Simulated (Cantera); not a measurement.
An isothermal, constant-pressure homogeneous reactor starts with CH3OH : O2 : N2 = 0.023 : 0.039 : 1 (molar parts), equivalence ratio 0.88, at 975 K and 5.00 bar.

Model: GRI-Mech 3.0 (53 species, 325 reactions), integrated in Cantera. GRI-Mech 3.0 was tuned for natural gas; its chemistry of methanol as a main component is partial and can be far from experiment. Below about 1000 K GRI-Mech 3.0 lacks low-temperature oxidation paths. The temperature is held fixed by assumption; the heat of reaction is taken as removed at once.

x: mole fraction; the columns are a selection and need not sum to one.

| t (s) | x CH3OH | x O2 | x C2H2 | x HO2 | x NO2 | x H |
|---|---|---|---|---|---|---|
| 0.000200 | 0.0217 | 0.0367 | <1e-12 | 2.21e-10 | <1e-12 | <1e-12 |
| 0.000488 | 0.0217 | 0.0367 | <1e-12 | 5.77e-10 | <1e-12 | <1e-12 |
| 0.00119 | 0.0217 | 0.0367 | <1e-12 | 1.46e-9 | <1e-12 | <1e-12 |
| 0.00291 | 0.0217 | 0.0367 | <1e-12 | 3.61e-9 | <1e-12 | <1e-12 |
| 0.00711 | 0.0217 | 0.0367 | <1e-12 | 8.86e-9 | <1e-12 | <1e-12 |
| 0.0174 | 0.0217 | 0.0367 | <1e-12 | 2.16e-8 | <1e-12 | <1e-12 |
| 0.0424 | 0.0217 | 0.0367 | <1e-12 | 5.27e-8 | <1e-12 | <1e-12 |
| 0.104 | 0.0217 | 0.0367 | <1e-12 | 1.30e-7 | <1e-12 | <1e-12 |
| 0.253 | 0.0217 | 0.0367 | <1e-12 | 4.23e-7 | <1e-12 | 3.60e-12 |
| 0.618 | 2.02e-6 | 0.0136 | <1e-12 | 8.62e-6 | 1.04e-11 | 5.23e-8 |
| 1.51 | 1.16e-11 | 0.00854 | <1e-12 | 3.18e-6 | 4.25e-11 | 1.26e-8 |
| 3.69 | <1e-12 | ___ | <1e-12 | ___ | 1.09e-10 | ___ |
| 9.00 | <1e-12 | 0.00475 | <1e-12 | 7.55e-7 | 1.96e-10 | 1.03e-9 |

### Question
Some entries are withheld; supply them.

### Answer

- 3.69, x O2: 0.00608
- 3.69, x HO2: 1.65e-6
- 3.69, x H: 4.42e-9
